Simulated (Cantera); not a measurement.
Input (Python, Cantera) and output of one run.

```python
import numpy as np
import cantera as ct

gas_names = """
    F FO FO2 F2 F2O N NF NF2 NF3 NO NO2 NO3 N2 N2O O O2 O3 Si SiF SiF2 SiF3 SiF4 SiN SiO SiO2 Si2 Si2N
    Si3
""".split()
cond_names = """
    Si(cr) Si(L) SiO2(Lqz) SiO2(hqz) SiO2(L) Si2N2O(s) Si3N4(a)
""".split()


# ... load() reads the species with a 1 bar reference pressure and builds the phases ...
atoms = {
    'SiF4': {'Si': 1, 'F': 4},
    'O3': {'O': 3},
    'N2O': {'N': 2, 'O': 1},
}
top_T = {'Si2N2O(s)': 2100, 'Si3N4(a)': 2400}  # K; cautious upper limits of use, not melting points


# ... equilibrate(T, P, feed) seeds the gas with the atoms and calls Mixture.equilibrate('TP', solver="vcs", rtol=1e-11, max_steps=5000) ...
results = []
feed = {'SiF4': 1, 'O3': 0.52, 'N2O': 26}  # mol
T = 800  # K
P = 133.322  # Pa
mix = equilibrate(T, P, feed)
results.append((T, P, feed, dict(zip(mix.species_names, mix.species_moles))))
print(gas.report(threshold=0.0001))
for i in range(1, mix.n_phases):
    print(f"{mix.phase(i).name:16s} {mix.phase_moles(i):12.5e} mol")
```

It prints:

```
       temperature   800 K
          pressure   133.32 Pa
           density   0.00062587 kg/m^3
  mean mol. weight   31.225 kg/kmol
   phase of matter   gas

                          1 kg             1 kmol
                     ---------------   ---------------
          enthalpy       -7.5412e+05       -2.3548e+07  J
   internal energy       -9.6713e+05       -3.0199e+07  J
           entropy            9317.3        2.9094e+05  J/K
    Gibbs function       -8.2079e+06        -2.563e+08  J
 heat capacity c_p              1085             33880  J/K
 heat capacity c_v            818.75             25566  J/K

                      mass frac. Y      mole frac. X     chem. pot. / RT
                     ---------------   ---------------   ---------------
                N2           0.57199           0.63757           -31.391
                O2           0.34627           0.33791             -33.7
              SiF4          0.081734          0.024522           -290.79
     [  +25 minor]        2.2451e-06        2.3189e-06

Si(cr)            0.00000e+00 mol
SiO2(Lqz)         7.05527e-13 mol
Si2N2O(s)         0.00000e+00 mol
Si3N4(a)          0.00000e+00 mol
```

Cantera equilibrium calculation (NASA polynomials, part measured and part estimated; ideal gas, pure solids and liquids).
